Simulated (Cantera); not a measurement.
An isothermal, constant-pressure homogeneous reactor starts with NO : N2 = 1 : 0.95 (molar parts), at 1998 K and 0.0140 bar. Integrator tolerance rtol = 1e-08.

Detailed kinetics in Cantera: GRI-Mech 3.0 (53 species, 325 reactions). Radical loss at walls, strong at low pressure, is not modelled.

Q: What does this change do: NO 1 to 0.77 parts?

A: 
| quantity | before | after |
|---|---|---|
| x(NO) at 7.00 s | 0.324 (gas-phase equilibrium 0.00809) | 0.296 (gas-phase equilibrium 0.00772) |
| x(O2) at 7.00 s | 0.0935 (gas-phase equilibrium 0.251) | 0.0750 (gas-phase equilibrium 0.218) |
| x(N2O) at 7.00 s | 2.74e-5 (gas-phase equilibrium 5.21e-8) | 2.39e-5 (gas-phase equilibrium 5.08e-8) |
| x(O) at 7.00 s | 0.00182 (gas-phase equilibrium 0.00280) | 0.00164 (gas-phase equilibrium 0.00262) |
| x(NO2) at 7.00 s | 4.28e-5 (gas-phase equilibrium 1.81e-6) | 3.50e-5 (gas-phase equilibrium 1.61e-6) |
| x(N2) at 7.00 s | 0.581 (gas-phase equilibrium 0.739) | 0.628 (gas-phase equilibrium 0.771) |

Q: What does this change do: pressure from 0.0140 bar to 0.0860 bar?

A: 
```
quantity                                           before                                    after
----------------  ---------------------------------------  ---------------------------------------
x(NO) at 7.00 s     0.324 (gas-phase equilibrium 0.00809)    0.103 (gas-phase equilibrium 0.00811)
x(O2) at 7.00 s      0.0935 (gas-phase equilibrium 0.251)      0.204 (gas-phase equilibrium 0.252)
x(N2O) at 7.00 s  2.74e-5 (gas-phase equilibrium 5.21e-8)  3.51e-6 (gas-phase equilibrium 1.29e-7)
x(O) at 7.00 s    0.00182 (gas-phase equilibrium 0.00280)  0.00103 (gas-phase equilibrium 0.00113)
x(NO2) at 7.00 s  4.28e-5 (gas-phase equilibrium 1.81e-6)  5.12e-5 (gas-phase equilibrium 4.50e-6)
x(N2) at 7.00 s       0.581 (gas-phase equilibrium 0.739)      0.692 (gas-phase equilibrium 0.739)
```
